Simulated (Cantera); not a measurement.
Input (Python, Cantera) and output of one run.

```python
import numpy as np
import cantera as ct

gas_names = """
    Fe H H2 H2S S SH S2 S8
""".split()
cond_names = """
    Fe(a) Fe(c) Fe(d) Fe(L) FeS(a) FeS(b) FeS(c) FeS(L) FeS2(s) S(cr1) S(cr2) S(L)
""".split()


# ... load() reads the species with a 1 bar reference pressure and builds the phases ...
atoms = {
    'FeS2': {'Fe': 1, 'S': 2},
    'H2': {'H': 2},
}
top_T = {'FeS2(s)': 1010}  # K; cautious upper limits of use, not melting points


# ... equilibrate(T, P, feed) seeds the gas with the atoms and calls Mixture.equilibrate('TP', solver="vcs", rtol=1e-11, max_steps=5000) ...
results = []
feed = {'FeS2': 1, 'H2': 0.51}  # mol
P = 980  # Pa
for T in [700, 850, 1000, 1150, 1300, 1450, 1600, 1750, 1900, 2050]:
    mix = equilibrate(T, P, feed)
    results.append((T, P, feed, dict(zip(mix.species_names, mix.species_moles))))
    x = sorted(zip(gas.X, gas.species_names), reverse=True)
    print(f"T = {T:g} K  P = {P:g} Pa  gas = {mix.phase_moles(0):.4g} mol")
    print("   x: " + "  ".join(f"{s} {v:.3e}" for v, s in x if v > 0.001))
    print("   condensed (mol): " + ("  ".join(f"{mix.phase(i).name} {mix.phase_moles(i):.4g}"
          for i in range(1, mix.n_phases) if mix.phase_moles(i) > 1e-12) or "none"))
```

Output:

```
T = 700 K  P = 980 Pa  gas = 0.51 mol
   x: H2S 8.641e-01  H2 1.359e-01
   condensed (mol): FeS(c) 0.4407  FeS2(s) 0.5593
T = 850 K  P = 980 Pa  gas = 0.5821 mol
   x: H2S 8.493e-01  S2 1.239e-01  H2 2.679e-02
   condensed (mol): FeS(c) 0.6386  FeS2(s) 0.3614
T = 1000 K  P = 980 Pa  gas = 0.7835 mol
   x: H2S 5.781e-01  S2 3.490e-01  H2 7.277e-02
   condensed (mol): FeS(c) 1
T = 1150 K  P = 980 Pa  gas = 0.8388 mol
   x: H2S 4.083e-01  S2 3.916e-01  H2 1.994e-01
   condensed (mol): FeS(c) 1
T = 1300 K  P = 980 Pa  gas = 0.9031 mol
   x: S2 4.341e-01  H2 3.268e-01  H2S 2.367e-01  SH 2.440e-03
   condensed (mol): FeS(c) 1
T = 1450 K  P = 980 Pa  gas = 0.9496 mol
   x: S2 4.599e-01  H2 4.067e-01  H2S 1.275e-01  SH 5.706e-03
   condensed (mol): FeS(c) 1
T = 1600 K  P = 980 Pa  gas = 0.9764 mol
   x: S2 4.713e-01  H2 4.467e-01  H2S 7.003e-02  SH 1.078e-02
   condensed (mol): FeS(L) 1
T = 1750 K  P = 980 Pa  gas = 0.9929 mol
   x: S2 4.729e-01  H2 4.634e-01  H2S 4.058e-02  SH 1.773e-02  S 3.406e-03  H 1.599e-03
   condensed (mol): FeS(L) 0.9997
T = 1900 K  P = 980 Pa  gas = 1.015 mol
   x: S2 4.648e-01  H2 4.623e-01  SH 2.623e-02  H2S 2.454e-02  S 1.100e-02  Fe 5.692e-03  H 5.450e-03
   condensed (mol): FeS(L) 0.9942
T = 2050 K  P = 980 Pa  gas = 1.134 mol
   x: S2 4.341e-01  H2 4.118e-01  Fe 6.278e-02  SH 3.368e-02  S 2.914e-02  H 1.470e-02  H2S 1.388e-02
   condensed (mol): FeS(L) 0.9288
```

Equilibrium computed with Cantera from the NASA thermochemical tables; the gas is ideal and each condensed phase is pure. FeS: taken at fixed stoichiometry. Gases not in the tables: S3 to S7.
